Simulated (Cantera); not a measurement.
Input (Python, Cantera) and output of one run.

```python
import numpy as np
import cantera as ct

gas_names = """
    CL CLO CL2 Fe FeCL FeCL2 FeCL3 FeO Fe(OH)2 Fe2CL4 Fe2CL6 H HCL HOCL HO2 H2 H2O H2O2 O OH O2 O3
""".split()
cond_names = """
    Fe(a) Fe(c) Fe(d) Fe(L) FeCL2(s) FeCL2(L) FeCL3(s) FeCL3(L) FeO(s) FeO(L) Fe(OH)2(s) Fe(OH)3(s)
    Fe2O3(s) Fe3O4(s) H2O(s) H2O(L)
""".split()


def load(file, names, dense=False):
    # The tables refer to 1 bar. Condensed volumes are neglected.
    table = {s.name: s for s in ct.Species.list_from_file(file)}
    out = []
    for n in names:
        d = dict(table[n].input_data)
        d["thermo"] = dict(d["thermo"], **{"reference-pressure": 1e5})
        if dense:
            d["equation-of-state"] = {"model": "constant-volume", "density": "1e6 g/cm^3"}
        out.append(ct.Species.from_dict(d))
    return out


gas = ct.Solution(thermo="ideal-gas", species=load("nasa_gas.yaml", gas_names))
cond = {s.name: ct.Solution(thermo="fixed-stoichiometry", species=[s], name=s.name)
        for s in load("nasa_condensed.yaml", cond_names, dense=True)}
atoms = {
    'Fe': {'Fe': 1},
    'HCl': {'H': 1, 'CL': 1},
    'O2': {'O': 2},
}
top_T = {'Fe2O3(s)': 1830, 'Fe3O4(s)': 1870}  # K; cautious upper limits of use, not melting points


def equilibrate(T, P, feed):
    n = {}
    for name, mol in feed.items():
        for a, k in atoms[name].items():
            n[a] = n.get(a, 0.0) + k * mol
    gas.TPX = T, P, n
    mass = sum(n.values()) * gas.mean_molecular_weight
    gas.equilibrate("TP")
    valid = [c for c in cond.values() if c.min_temp <= T <= top_T.get(c.name, c.max_temp)]
    mix = ct.Mixture([(gas, mass / gas.mean_molecular_weight)] + [(c, 0.0) for c in valid])
    mix.T, mix.P = T, P
    mix.equilibrate("TP", solver="vcs", rtol=1e-11, max_steps=5000)
    return mix


results = []
T = 1525  # K
P = 23000  # Pa
for m in [0.028, 0.035, 0.045, 0.057, 0.073, 0.093, 0.12, 0.15, 0.19, 0.24, 0.31, 0.4, 0.5]:
    feed = {'Fe': 1, 'HCl': m, 'O2': 0.015}  # mol
    mix = equilibrate(T, P, feed)
    results.append((T, P, feed, dict(zip(mix.species_names, mix.species_moles))))

top = {s: max(r[3][s] / sum(r[3][g] for g in gas_names) for r in results) for s in gas_names}
cols = sorted((s for s in top if top[s] > 0.001), key=lambda s: -top[s])[:6]
seen = [c for c in cond_names if any(r[3].get(c, 0) > 1e-12 for r in results)]
print("log10 of partial pressures in bar; condensed amounts in mol")
print(f"{'n(HCl)':>10s}" + "".join(f"{s[:9]:>10s}" for s in cols + seen))
for T, P, feed, n in results:
    ng = sum(n[g] for g in gas_names)
    print(f"{feed['HCl']:10.4g}" + "".join(f"{np.log10(max(n[s] / ng * P / 1e5, 1e-99)):10.3f}" for s in cols)
          + "".join(f"{n.get(c, 0):10.4g}" for c in seen))
```

Output:

```
log10 of partial pressures in bar; condensed amounts in mol
    n(HCl)     FeCL2       HCL        H2       H2O     Fe(c)    FeO(s)
     0.028    -1.109    -1.132    -1.262    -1.629    0.9633   0.02714
     0.035    -1.109    -1.132    -1.262    -1.629    0.9617   0.02643
     0.045    -1.109    -1.132    -1.262    -1.629    0.9593   0.02541
     0.057    -1.109    -1.132    -1.262    -1.629    0.9564   0.02419
     0.073    -1.109    -1.132    -1.262    -1.629    0.9526   0.02255
     0.093    -1.109    -1.132    -1.262    -1.629    0.9479   0.02051
      0.12    -1.109    -1.132    -1.262    -1.629    0.9415   0.01776
      0.15    -1.109    -1.132    -1.262    -1.629    0.9343    0.0147
      0.19    -1.109    -1.132    -1.262    -1.629    0.9248   0.01062
      0.24    -1.109    -1.132    -1.262    -1.629    0.9129   0.00552
      0.31    -1.110    -1.129    -1.254    -1.652     0.895         0
       0.4    -1.116    -1.117    -1.224    -1.763    0.8663         0
       0.5    -1.120    -1.110    -1.205    -1.860    0.8344         0
```

Cantera equilibrium calculation (NASA polynomials, part measured and part estimated; ideal gas, pure solids and liquids). Mutual solubility and eutectic melting of coexisting phases are not modelled. The tables' stoichiometric FeO is somewhat more stable than real wüstite, so its field is too wide. FeO: taken at fixed stoichiometry.
